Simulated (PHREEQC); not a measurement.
Nickel, zinc or cadmium bath

Consider water at 60 °C with 0.13 mol CdCl2, 0.01 mol NaOH and 0.0048 mol MnSO4 per kg of water. Closed to the air; pH follows from the charge balance.

All values are PHREEQC results (ion-association model, wateq4f.dat), not measurements.

```json
{
 "pH": "8.29",
 "ionic_strength": "0.160 mol/kgw",
 "total_alkalinity": "10.0 meq/kg"
}
```

```tsv
species	molality	activity	log γ
Cl-	0.124	0.0889	-0.146
CdCl+	0.0741	0.0550	-0.130
CdCl2	0.0221	0.0229	0.016
Cd+2	0.0193	0.00583	-0.519
Na+	0.00995	0.00737	-0.130
CdOHCl	0.00830	0.00861	0.016
Mn+2	0.00376	0.00123	-0.484
CdCl3-	0.00277	0.00206	-0.130
SO4-2	0.00276	0.000815	-0.529
CdSO4	0.00160	0.00166	0.016
CdOH+	0.00130	0.000962	-0.130
MnCl+	0.000603	0.000447	-0.131
```

Precipitation was switched off in this run. Saturation is exceeded, for instance for CdOHCl; the values hold only as long as no solid forms. Complexes and solids missing from the database can't appear. Away from 25 °C the constants follow the database's enthalpies or fits; those with neither stay at their 25 °C values.
